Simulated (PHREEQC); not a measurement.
## Hard or scaling water: an equilibrium model

Dissolve 5.3e-05 mol/kgw CaSO4 and 0.0048 mol/kgw Na2HPO4 at 45 °C. Closed to the air; pH follows from the charge balance.

Model: ion-association model, phreeqc.dat, run in PHREEQC.

This is a speciation only: nothing precipitates in the calculation.

Estimate the pH, specific conductance.

pH 8.84; specific conductance 1280 µS/cm.

In which forms is S present?

SO4-2 97 %, NaSO4- 3.2 % of the S.

Saturation is exceeded, for instance for Hydroxyapatite; the values hold only as long as no solid forms. Constants without temperature data keep their 25 °C values here.
